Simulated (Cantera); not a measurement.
Standard-state values (1 bar) from the NASA 1993 polynomials, evaluated with Cantera. Values are per mole of reaction as written; species without (g) are pure solids or liquids, kept so even where they would boil at 1 bar.

Between 300 and 2023 K, where is each reaction favourable under standard conditions?
- 2 C + TaO2(g) → 2 CO(g) + Ta
- 5 NO2(g) + 4 Ta → 2 Ta2O5 + 5 N(g)


- 2 C + TaO2(g) → 2 CO(g) + Ta: ΔG° is -64 kJ at 300 K and -324 kJ at 2023 K; it stays negative (K > 1). ΔH° is -23 kJ and ΔS° 149 J/K at 2023 K.
- 5 NO2(g) + 4 Ta → 2 Ta2O5 + 5 N(g): ΔG° is -1805 kJ at 300 K and -1463 kJ at 2023 K; it stays negative (K > 1). ΔH° is -1743 kJ and ΔS° -139 J/K at 2023 K.
